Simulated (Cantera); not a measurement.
An isothermal, constant-pressure homogeneous reactor starts with H₂ : O₂ : N₂ = 1.9 : 1 : 0.71 (molar parts), equivalence ratio 0.95, at 800 K and 40000 Pa. Integrator tolerance rtol = 1e-08.

Model: the H2/O2 subset of GRI-Mech 3.0, which has no nitrogen chemistry, integrated in Cantera. Below about 950 K walls govern HO2 and H2O2 in real vessels. The temperature is held fixed by assumption; the heat of reaction is taken as removed at once.

Question: What does this change do: N2 0.71 to 2.8 parts?

Answer: 
```csv
quantity,before,after
x(H₂) at 40.0 s,0.498 (gas-phase equilibrium <1e-12),0.319 (gas-phase equilibrium <1e-12)
x(O₂) at 40.0 s,0.262 (gas-phase equilibrium 0.0188),0.168 (gas-phase equilibrium 0.0105)
x(H₂O) at 40.0 s,0.0377 (gas-phase equilibrium 0.714),0.0169 (gas-phase equilibrium 0.400)
x(HO₂) at 40.0 s,1.27e-5 (gas-phase equilibrium 5.95e-12),8.92e-6 (gas-phase equilibrium 2.88e-12)
x(OH) at 40.0 s,7.95e-10 (gas-phase equilibrium 1.61e-9),6.41e-10 (gas-phase equilibrium 1.04e-9)
```

Question: What does this change do: pressure from 40000 Pa to 69000 Pa?

Answer: 
| quantity | before | after |
|---|---|---|
| x(H₂) at 40.0 s | 0.498 (gas-phase equilibrium <1e-12) | 0.476 (gas-phase equilibrium <1e-12) |
| x(O₂) at 40.0 s | 0.262 (gas-phase equilibrium 0.0188) | 0.251 (gas-phase equilibrium 0.0188) |
| x(H₂O) at 40.0 s | 0.0377 (gas-phase equilibrium 0.714) | 0.0662 (gas-phase equilibrium 0.714) |
| x(HO₂) at 40.0 s | 1.27e-5 (gas-phase equilibrium 5.95e-12) | 1.34e-5 (gas-phase equilibrium 6.82e-12) |
| x(OH) at 40.0 s | 7.95e-10 (gas-phase equilibrium 1.61e-9) | 8.42e-10 (gas-phase equilibrium 1.40e-9) |
